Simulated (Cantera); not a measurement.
An adiabatic, constant-pressure homogeneous reactor starts with CH₄ : CO : O₂ : N₂ = 1 : 0.72 : 5.36 : 20.2 (molar parts), equivalence ratio 0.44, at 1400 K and 750 Torr. Integrator tolerance rtol = 1e-08.

Detailed kinetics in Cantera: GRI-Mech 3.0 (53 species, 325 reactions).

Task: What does this change do: pressure from 750 Torr to 225 Torr?

Result: 
```
quantity                                                              before                                      after
---------------------------------  -----------------------------------------  -----------------------------------------
time of steepest temperature rise                                    2.17 ms                                    5.44 ms
temperature at 5.00 s                                                 2295 K                                     2273 K
equilibrium temperature                                               2295 K                                     2273 K
x(CH₄) at 5.00 s                       <1e-12 (gas-phase equilibrium <1e-12)      <1e-12 (gas-phase equilibrium <1e-12)
x(CO) at 5.00 s                      0.00215 (gas-phase equilibrium 0.00215)    0.00334 (gas-phase equilibrium 0.00334)
x(O₂) at 5.00 s                          0.105 (gas-phase equilibrium 0.105)        0.105 (gas-phase equilibrium 0.105)
x(N₂O) at 5.00 s                     5.76e-7 (gas-phase equilibrium 5.76e-7)    3.01e-7 (gas-phase equilibrium 3.01e-7)
x(OH) at 5.00 s                      0.00511 (gas-phase equilibrium 0.00511)    0.00630 (gas-phase equilibrium 0.00630)
x(H) at 5.00 s                     0.000200 (gas-phase equilibrium 0.000200)  0.000409 (gas-phase equilibrium 0.000409)
x(C₂H) at 5.00 s                       <1e-12 (gas-phase equilibrium <1e-12)      <1e-12 (gas-phase equilibrium <1e-12)
```

Task: What does this change do: initial temperature 1400 to 1448 K?

Result: 
| quantity | before | after |
|---|---|---|
| time of steepest temperature rise | 2.17 ms | 1.33 ms |
| temperature at 5.00 s | 2295 K | 2329 K |
| equilibrium temperature | 2295 K | 2329 K |
| x(CH₄) at 5.00 s | <1e-12 (gas-phase equilibrium <1e-12) | <1e-12 (gas-phase equilibrium <1e-12) |
| x(CO) at 5.00 s | 0.00215 (gas-phase equilibrium 0.00215) | 0.00264 (gas-phase equilibrium 0.00264) |
| x(O₂) at 5.00 s | 0.105 (gas-phase equilibrium 0.105) | 0.105 (gas-phase equilibrium 0.105) |
| x(N₂O) at 5.00 s | 5.76e-7 (gas-phase equilibrium 5.76e-7) | 6.16e-7 (gas-phase equilibrium 6.16e-7) |
| x(OH) at 5.00 s | 0.00511 (gas-phase equilibrium 0.00511) | 0.00576 (gas-phase equilibrium 0.00576) |
| x(H) at 5.00 s | 0.000200 (gas-phase equilibrium 0.000200) | 0.000262 (gas-phase equilibrium 0.000262) |
| x(C₂H) at 5.00 s | <1e-12 (gas-phase equilibrium <1e-12) | <1e-12 (gas-phase equilibrium <1e-12) |
